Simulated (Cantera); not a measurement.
Feed: 1 mol Ca(OH)2, 0.043 mol C, 0.56 mol CO2, at 1975 K and 10.0 mbar.

Equilibrium computed with Cantera from the NASA thermochemical tables; the gas is ideal and each condensed phase is pure. Candidate condensed phases: C, C6H6, C7H8, C8H18, Ca, CaCO3, CaO, Ca(OH)2, H2O; 115 gas species. Rates play no part.

Base state: H2O 0.595, CO2 0.325, CO 0.0471, H2 0.0192, OH 0.00560, O2 0.00546, H 0.00190, O 0.000407 (mole fractions); condensed: CaO(s).

Task: What changes in the equilibrium state with this change: CO2 from 0.56 to 0.19 mol?

Result: 
| species | before | after |
|---|---|---|
| H2O | 0.595 | 0.763 |
| CO2 | 0.325 | 0.152 |
| H2 | 0.0192 | 0.0395 |
| CO | 0.0471 | 0.0354 |
| Ca(OH)2 | 4.98e-5 | 6.39e-5 |
| O2 | 0.00546 | 0.00212 |
| O | 0.000407 | 0.000253 |
| H | 0.00190 | 0.00272 |
| CaO(s), mol | 1.000 | 1.000 |
